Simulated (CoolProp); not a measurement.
The numbers come from the reference Helmholtz-energy equation of state, Thol 2019 in CoolProp.

Q: For n-hexane, give the phase and the cv (kJ/(kg K)), speed of sound (m/s), Joule-Thomson coefficient (K/MPa), Prandtl number at 551.9 K and 4.81 kPa; 551.9 K and 138 kPa.

A: 
- 551.9 K and 4.81 kPa: gas; cv 2.63, speed of sound 235, Joule-Thomson coefficient 5.92, Prandtl number 0.740
- 551.9 K and 138 kPa: gas; cv 2.63, speed of sound 232, Joule-Thomson coefficient 6.00, Prandtl number 0.744

Viscosity comes from a separate model (Michailidou 2013). Thermal conductivity comes from a separate model (Assael 2013).
